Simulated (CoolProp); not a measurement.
Vapour-liquid equilibrium of 1-butene (1) + n-butane (2) at 0.0403 MPa; x and y are mole fractions of (1).

Model: multi-fluid Helmholtz-energy mixture model, Lemmon 2005 and Bücker 2006; pair parameters Bell 2016, in CoolProp.

Question: Give the bubble temperature and the first vapour's composition at x = 0.05, 0.35, 0.75. Is there an azeotrope?

Answer: x = 0.05: 250.3 K, y = 0.064; x = 0.35: 248.4 K, y = 0.412; x = 0.75: 246.3 K, y = 0.789. No azeotrope shows between x = 0.05 and 0.95.

The pair parameters rest on a limited set of measurements; away from them the model extrapolates.
